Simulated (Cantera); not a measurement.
Cantera run, input and output.

```python
import numpy as np
import cantera as ct

gas = ct.Solution("gri30.yaml")
gas.TPX = 1723, 500000, {'CH4': 1, 'CO2': 0.66, 'H2': 1.9}
reactor = ct.IdealGasConstPressureReactor(gas, energy="off", clone=False)
net = ct.ReactorNet([reactor])
net.rtol, net.atol = 1e-08, 1e-18
show = ['CH4', 'CO2', 'H2', 'C2H6', 'HCO']
times = np.geomspace(9e-06, 10, 9)

steps = ct.SolutionArray(gas, extra=["t"])
rows = []
print(f"{'t/s':>10s}{'T/K':>9s}{'P/Pa':>11s}" + "".join(f"{s:>11s}" for s in show))
for t in times:
    while net.time < t:
        t_next = net.step()
        steps.append(gas.state, t=t_next)
    rows.append([np.interp(t, steps.t, y) for y in (steps.T, steps.P, *steps(*show).X.T)])
    print(f"{t:10.3e}{rows[-1][0]:9.1f}{rows[-1][1]:11.4g}" + "".join(f"{x:11.3e}" for x in rows[-1][2:]))
rate = np.gradient(steps.T, steps.t)
print("integrator steps:", len(steps.t))
if steps.T.max() > steps.T[0] + 200:
    print(f"time of steepest temperature rise: {steps.t[rate.argmax()]:.4e} s")
gas.TPX = 1723, 500000, {'CH4': 1, 'CO2': 0.66, 'H2': 1.9}
gas.equilibrate("TP")
print(f"equilibrium (TP): T = {gas.T:.1f} K  " + "  ".join(f"{s} {gas[s].X[0]:.3e}" for s in show))
```

It prints:

```
       t/s      T/K       P/Pa        CH4        CO2         H2       C2H6        HCO
 9.000e-06   1723.0      5e+05  2.804e-01  1.853e-01  5.337e-01  3.717e-05  1.926e-10
 5.128e-05   1723.0      5e+05  2.788e-01  1.842e-01  5.336e-01  3.438e-04  2.509e-09
 2.922e-04   1723.0      5e+05  2.705e-01  1.772e-01  5.331e-01  4.085e-04  4.046e-09
 1.665e-03   1723.0      5e+05  2.292e-01  1.407e-01  5.333e-01  3.147e-04  9.248e-09
 9.487e-03   1723.0      5e+05  1.212e-01  4.206e-02  5.328e-01  1.151e-04  2.600e-08
 5.406e-02   1723.0      5e+05  6.254e-02  1.011e-02  5.665e-01  4.756e-05  3.691e-08
 3.080e-01   1723.0      5e+05  5.480e-02  6.900e-03  6.135e-01  3.470e-05  4.812e-08
 1.755e+00   1723.0      5e+05  4.142e-02  1.831e-03  6.679e-01  1.855e-05  6.160e-08
 1.000e+01   1723.0      5e+05  3.547e-02  2.495e-05  6.858e-01  1.333e-05  6.595e-08
integrator steps: 1176
equilibrium (TP): T = 1723.0 K  CH4 3.539e-02  CO2 2.733e-06  H2 6.861e-01  C2H6 1.327e-05  HCO 6.601e-08
```

Cantera simulation using GRI-Mech 3.0 (53 species, 325 reactions); the numbers are that mechanism's predictions, not measurements.
